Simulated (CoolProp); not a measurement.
A single-stage vapour-compression cycle with n-heptane: evaporating at 310.15 K (dew point), condensing at 360.15 K (bubble point), superheat 8 K, subcooling 8 K, compressor efficiency 0.85, no pressure losses. Each further row changes one setting.

Values from CoolProp's reference Helmholtz-energy equation of state, Span 2003. It is a short technical equation, of lower accuracy than the large ones.

```
case                              cooling COP  pressure ratio  discharge temperature (K)  refrigerating effect (kJ/kg)  volumetric capacity (kJ/m³)
--------------------------------  -----------  --------------  -------------------------  ----------------------------  ---------------------------
as stated                                4.55            6.65                      360.1                           272                          112
evaporating temperature 315.15 K         5.26            5.32                      360.1                           280                          142
condensing temperature 355.15 K          5.20            5.66                      355.1                           284                          117
subcooling 13 K                          4.75            6.65                      360.1                           284                          117
superheat 18 K                           4.66            6.65                      363.5                           289                          116
compressor efficiency 0.75               4.01            6.65                      360.1                           272                          112
```

The compression ends wet for: as stated; evaporating temperature 315.15 K; condensing temperature 355.15 K; subcooling 13 K; compressor efficiency 0.75.
